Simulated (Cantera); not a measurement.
A closed system holds: 1 mol CH3F, 0.063 mol H2, held at 2375 °C and 0.133 bar.

Method: chemical equilibrium by Gibbs-energy minimisation in Cantera with the NASA 1993 tables (ideal gas, pure condensed phases). Candidate condensed phases: C, C6H6, C7H8, C8H18; 95 gas species. The numbers say what is thermodynamically allowed, not how fast it happens.

Task: What is the equilibrium state?

Result: 
| Quantity | Result |
|---|---|
| x(HF) | 0.464 |
| x(H2) | 0.442 |
| x(H) | 0.0847 |
| x(C2H2 (acetylene)) | 0.00862 |
| x(F) | 0.000267 |
| x(C2H) | 0.000159 |
| x(C4H2) | 6.96e-5 |
| x(C3) | 3.26e-5 |
| x(CF) | 1.34e-5 |
| n(C(graphite)) | 0.961 mol |
| gas amount | 2.155 mol |
